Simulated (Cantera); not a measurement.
Input (Python, Cantera):

```python
import numpy as np
import cantera as ct

gas = ct.Solution("gri30.yaml", transport_model="multicomponent")
show = ['CH3', 'N2', 'H2']

rows = []
print(f"{'T/K':>7s}{'rho':>11s}{'cp':>10s}{'mu':>11s}{'lambda':>11s}{'Pr':>7s}" + "".join(f"{'D_' + s:>11s}" for s in show))
for T in [400, 600, 800, 1000, 1200, 1400, 1600, 1800, 2000]:
    gas.TPX = T, 940, {'O2': 0.15}
    Pr = gas.cp_mass * gas.viscosity / gas.thermal_conductivity
    D = [gas.mix_diff_coeffs_mole[gas.species_index(s)] for s in show]
    rows.append([gas.density, gas.cp_mass, gas.viscosity, gas.thermal_conductivity, Pr, *D])
    print(f"{T:7g}{gas.density:11.4e}{gas.cp_mass:10.1f}{gas.viscosity:11.4e}"
          f"{gas.thermal_conductivity:11.4e}{Pr:7.3f}" + "".join(f"{d:11.4e}" for d in D))
print("SI units: kg/m3, J/kg/K, Pa s, W/m/K, m2/s")
```

Result:

```
    T/K        rho        cp         mu     lambda     Pr      D_CH3       D_N2       D_H2
    400 9.0439e-03     941.4 2.5629e-05 3.3889e-02  0.712 4.0802e-03 3.7225e-03 1.4195e-02
    600 6.0293e-03    1002.6 3.4077e-05 4.8102e-02  0.710 8.2335e-03 7.4487e-03 2.8031e-02
    800 4.5220e-03    1054.7 4.1353e-05 6.1465e-02  0.710 1.3418e-02 1.2093e-02 4.5259e-02
   1000 3.6176e-03    1090.2 4.7912e-05 7.3669e-02  0.709 1.9525e-02 1.7562e-02 6.5551e-02
   1200 3.0146e-03    1114.2 5.3973e-05 8.4884e-02  0.708 2.6484e-02 2.3794e-02 8.8681e-02
   1400 2.5840e-03    1134.2 5.9661e-05 9.5570e-02  0.708 3.4240e-02 3.0741e-02 1.1448e-01
   1600 2.2610e-03    1151.4 6.5055e-05 1.0584e-01  0.708 4.2752e-02 3.8366e-02 1.4280e-01
   1800 2.0098e-03    1166.8 7.0208e-05 1.1579e-01  0.707 5.1985e-02 4.6639e-02 1.7354e-01
   2000 1.8088e-03    1181.2 7.5158e-05 1.2551e-01  0.707 6.1913e-02 5.5535e-02 2.0659e-01
SI units: kg/m3, J/kg/K, Pa s, W/m/K, m2/s
```

Cantera simulation using GRI-Mech 3.0 (53 species, 325 reactions); the numbers are that mechanism's predictions, not measurements.
